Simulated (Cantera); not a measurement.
An isothermal, constant-pressure homogeneous reactor starts with 23.8 % NO, 76.2 % N₂, at 2175 K and 48.8 Torr.

Model: GRI-Mech 3.0 (53 species, 325 reactions), integrated in Cantera.

### Question
Predict: x(NO) at 5.00 s; x(O₂) at 5.00 s; x(O) at 5.00 s; x(N₂) at 5.00 s; x(N₂O) at 5.00 s.

### Answer
```
Item                                                Value
----------------  ---------------------------------------
x(NO) at 5.00 s    0.0112 (gas-phase equilibrium 0.00924)
x(O₂) at 5.00 s       0.112 (gas-phase equilibrium 0.113)
x(O) at 5.00 s    0.00304 (gas-phase equilibrium 0.00305)
x(N₂) at 5.00 s       0.874 (gas-phase equilibrium 0.875)
x(N₂O) at 5.00 s  1.51e-7 (gas-phase equilibrium 1.38e-7)
```
